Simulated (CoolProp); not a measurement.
Saturation properties of carbon monoxide (Tc = 132.9 K, pc = 3.498 MPa, ω = 0.050).

Model: reference Helmholtz-energy equation of state, Lemmon 2006, in CoolProp. It is a short technical equation, of lower accuracy than the large ones.

```csv
T (K),p (MPa),vapour Z,surface tension (mN/m)
82.7,0.1141,0.9551,9.29
87.2,0.1826,0.9373,8.34
91.7,0.2781,0.9156,7.41
96.2,0.4063,0.8900,6.48
100.7,0.5731,0.8599,5.58
105.2,0.7846,0.8253,4.69
109.7,1.047,0.7854,3.83
114.2,1.367,0.7395,2.99
118.7,1.752,0.6860,2.18
123.3,2.221,0.6203,1.39
```

It boils at 81.6 K under 1 atm.

Surface tension comes from a separate correlation (Mulero 2012).
